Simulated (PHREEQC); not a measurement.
A solution holds 0.018 mol/kgw HBr, 5.1e-05 mol/kgw FeSO4 and 0.04 mol/kgw CaBr2, at 20 °C. It is in equilibrium with CO2 at log p = -2 (atm). Otherwise closed; pH follows from the charge balance.

Equilibrium calculation in PHREEQC: ion-association model, phreeqc.dat.

Precipitation was switched off in this run.

Q: What pH, density, specific conductance does the model give?

A: pH 1.83; density 1.006 g/cm³; specific conductance 12700 µS/cm.

Q: In which forms is S present?

A: SO4-2 41 %, CaSO4 33 %, HSO4- 23 %, CaHSO4+ 3.9 % of the S.
